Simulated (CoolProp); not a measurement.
A single-stage vapour-compression cycle with propane: evaporating at 294.15 K (dew point), condensing at 340.15 K (bubble point), superheat 10 K, subcooling 8 K, compressor efficiency 0.8, no pressure losses. Each further row changes one setting.

Model: reference Helmholtz-energy equation of state, Lemmon 2009, in CoolProp.

```csv
case,cooling COP,pressure ratio,discharge temperature (K),refrigerating effect (kJ/kg),volumetric capacity (kJ/m³)
as stated,3.97,2.84,358.0,252,4420
evaporating temperature 299.15 K,4.64,2.50,357.0,[?],[?]
condensing temperature 335.15 K,4.65,2.57,[?],268,4700
subcooling 13 K,[?],2.84,358.0,268,4700
superheat 20 K,4.03,2.84,367.2,272,4520
compressor efficiency 0.7,[?],2.84,361.6,252,4420
```

Problem. Fill in the missing entries.

Solution. 
- evaporating temperature 299.15 K, refrigerating effect (kJ/kg): 258
- evaporating temperature 299.15 K, volumetric capacity (kJ/m³): 5140
- condensing temperature 335.15 K, discharge temperature (K): 352.4
- subcooling 13 K, cooling COP: 4.22
- compressor efficiency 0.7, cooling COP: 3.47
